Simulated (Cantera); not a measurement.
An adiabatic, constant-pressure homogeneous reactor starts with CH₄ : O₂ : N₂ = 1 : 3.92 : 14.7 (molar parts), equivalence ratio 0.51, at 1325 K and 0.424 atm.

Cantera simulation using GRI-Mech 3.0 (53 species, 325 reactions); the numbers are that mechanism's predictions, not measurements.

**Question.** Predict: time of steepest temperature rise; temperature at 2.00 s; equilibrium temperature; x(O₂) at 2.00 s; x(N₂O) at 2.00 s; x(HO₂) at 2.00 s.

**Answer.** time of steepest temperature rise: 11.5 ms
temperature at 2.00 s: 2293 K
equilibrium temperature: 2293 K
x(O₂) at 2.00 s: 0.0915 (gas-phase equilibrium 0.0915)
x(N₂O) at 2.00 s: 3.51e-7 (gas-phase equilibrium 3.51e-7)
x(HO₂) at 2.00 s: 3.40e-6 (gas-phase equilibrium 3.40e-6)
